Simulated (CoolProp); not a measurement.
Model: reference Helmholtz-energy equation of state, Lemmon 2006, in CoolProp. It is a short technical equation, of lower accuracy than the large ones.

Problem. For nitrous oxide, give the phase and the cp (kJ/(kg K)) at 369.9 K and 0.84 MPa.

Solution. 
- 369.9 K and 0.84 MPa: gas; cp 0.972
